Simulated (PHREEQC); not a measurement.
Synthetic water in mg/kgw, 25 °C, pH 2.57, pe 11.2: Na 95.6; K 24.1; Ca 9.18; Mg 38.6; Cl 66.5; S(6) as SO4 567; Zn 6.74; Fe(3) 1.86.

Cl is adjusted to close the charge balance.
Valence states are taken as typed.

The numbers come from PHREEQC with the ion-association model, phreeqc.dat.

Precipitation was switched off in this run.

Predict the ionic strength, specific conductance.

ionic strength 0.0164 mol/kgw; specific conductance 2010 µS/cm.

In which forms is Zn present?

Zn+2 71 %, ZnSO4 28 %, Zn(SO4)2-2 1.0 % of the Zn.

Examples of supersaturated solids here: Hematite (slow to form), Goethite (slow to form). Others may be too.
